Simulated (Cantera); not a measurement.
Input (Python, Cantera) and output of one run.

```python
import numpy as np
import cantera as ct

gas_names = [...]  # 95 gases of nasa_gas.yaml made of C, F, H
cond_names = """
    C(gr) C6H6(L) C7H8(L) C8H18(L),n-octa
""".split()


# ... load() reads the species with a 1 bar reference pressure and builds the phases ...
atoms = {
    'C2F6': {'C': 2, 'F': 6},
    'CH4': {'C': 1, 'H': 4},
    'H2': {'H': 2},
}
top_T = {'C(gr)': 4500}  # K; cautious upper limits of use, not melting points


# ... equilibrate(T, P, feed) seeds the gas with the atoms and calls Mixture.equilibrate('TP', solver="vcs", rtol=1e-11, max_steps=5000) ...
results = []
feed = {'C2F6': 1, 'CH4': 0.015, 'H2': 6.8}  # mol
P = 133.322  # Pa
for T in [2650, 2700, 2750, 2800, 2850, 2900, 2950, 3000, 3050, 3100]:
    mix = equilibrate(T, P, feed)
    results.append((T, P, feed, dict(zip(mix.species_names, mix.species_moles))))

top = {s: max(r[3][s] / sum(r[3][g] for g in gas_names) for r in results) for s in gas_names}
cols = sorted((s for s in top if top[s] > 1e-06), key=lambda s: -top[s])[:5]
seen = [c for c in cond_names if any(r[3].get(c, 0) > 1e-12 for r in results)]
print("log10 of partial pressures in bar; condensed amounts in mol")
print(f"{'T/K':>10s}" + "".join(f"{s[:9]:>10s}" for s in cols + seen))
for T, P, feed, n in results:
    ng = sum(n[g] for g in gas_names)
    print(f"{T:10.4g}" + "".join(f"{np.log10(max(n[s] / ng * P / 1e5, 1e-99)):10.3f}" for s in cols)
          + "".join(f"{n.get(c, 0):10.4g}" for c in seen))
```

Result:

```
log10 of partial pressures in bar; condensed amounts in mol
       T/K         H        HF         F        H2        C3     C(gr)
      2650    -3.262    -3.199    -5.115    -3.866    -5.349     1.795
      2700    -3.231    -3.214    -4.944    -3.971    -5.056     1.636
      2750    -3.208    -3.231    -4.776    -4.086    -4.773     1.337
      2800    -3.193    -3.254    -4.612    -4.211    -4.501    0.7741
      2850    -3.183    -3.282    -4.455    -4.343    -4.297         0
      2900    -3.169    -3.306    -4.306    -4.459    -4.320         0
      2950    -3.156    -3.336    -4.167    -4.574    -4.352         0
      3000    -3.145    -3.374    -4.040    -4.687    -4.393         0
      3050    -3.135    -3.421    -3.928    -4.797    -4.446         0
      3100    -3.125    -3.478    -3.830    -4.905    -4.513         0
```

These are equilibrium values from Cantera (NASA tables, ideal gas, pure condensed phases), not measurements of a reactor. The feed counts by its element totals alone.
